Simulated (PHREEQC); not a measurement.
A made-up water analysis in mg/L, 20 °C, pH 7.68, pe 12.8:

```json
[
 {"constituent": "Na", "mg/L": "7.01"},
 {"constituent": "K", "mg/L": "0.213"},
 {"constituent": "Ca", "mg/L": "44.8"},
 {"constituent": "Mg", "mg/L": "3.97"},
 {"constituent": "Cl", "mg/L": "32.5"},
 {"constituent": "S(6) as SO4", "mg/L": "95.4"},
 {"constituent": "Alkalinity as HCO3", "mg/L": "77.3"},
 {"constituent": "Li", "mg/L": "0.266"}
]
```

Valence states are taken as typed.

Computed with PHREEQC (ion-association model, wateq4f.dat).

The ionic strength comes out as 0.00535 mol/kgw. What activity coefficients do Ca+2, SO4-2, Na+, HCO3-, Li+ get?

Ca+2 0.74, SO4-2 0.74, Na+ 0.93, HCO3- 0.93, Li+ 0.93.

This is a speciation only: nothing precipitates in the calculation.
